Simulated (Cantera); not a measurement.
An isothermal, constant-pressure homogeneous reactor starts with N₂O : N₂ = 1 : 1.5 (molar parts), at 1200 K and 17.3 Torr. Integrator tolerance rtol = 1e-08.

Computed with Cantera and GRI-Mech 3.0 (53 species, 325 reactions). GRI-Mech 3.0 was tuned for natural gas; its chemistry of N2O as a main component is partial and can be far from experiment. Radical loss at walls, strong at low pressure, is not modelled. The mechanism lacks the step 2 NO + O2 → 2 NO2, which can matter for NO2 below about 1400 K. The temperature is held fixed by assumption; the heat of reaction is taken as removed at once.

Problem. What does this change do: pressure from 17.3 Torr to 383 Torr?

Solution. 
```json
[
 {"quantity": "x(N₂O) at 10.0 s", "before": "0.338 (gas-phase equilibrium 1.97e-9)", "after": "0.0300 (gas-phase equilibrium 9.27e-9)"},
 {"quantity": "x(N₂) at 10.0 s", "before": "0.633 (gas-phase equilibrium 0.833)", "after": "0.802 (gas-phase equilibrium 0.833)"},
 {"quantity": "x(O₂) at 10.0 s", "before": "0.0231 (gas-phase equilibrium 0.167)", "after": "0.140 (gas-phase equilibrium 0.167)"},
 {"quantity": "x(NO) at 10.0 s", "before": "0.00540 (gas-phase equilibrium 0.000180)", "after": "0.0272 (gas-phase equilibrium 0.000180)"},
 {"quantity": "x(O) at 10.0 s", "before": "1.83e-6 (gas-phase equilibrium 6.79e-8)", "after": "4.91e-7 (gas-phase equilibrium 1.44e-8)"}
]
```
